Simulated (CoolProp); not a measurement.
Vapour-liquid equilibrium of dimethyl carbonate (1) + n-nonane (2) at 6.56 bar; x and y are mole fractions of (1).

Computed with CoolProp (multi-fluid Helmholtz-energy mixture model, Zhou 2011 and Lemmon 2006; pair parameters Bell 2016).

```csv
x,"bubble temperature, mixture model (K)","bubble temperature, Raoult's law (K)","y, mixture model","y, Raoult's law"
0.05,499.7,504.0,0.195,0.171
0.15,479.6,490.9,0.477,0.416
0.25,465.6,480.2,0.635,0.580
0.35,456.3,471.4,0.725,0.696
0.45,450.2,463.8,0.780,0.781
0.55,446.0,457.2,0.819,0.844
0.65,442.9,451.5,0.851,0.894
0.75,440.4,446.4,0.882,0.932
0.85,438.3,441.8,0.917,0.964
0.95,436.4,437.6,0.966,0.989
```

The largest gap from Raoult's law is -15.1 K in bubble temperature, at x = 0.35. No azeotrope shows between x = 0.05 and 0.95.

Pair parameters are fitted to limited data, so mixtures are less certain than the pure fluids.
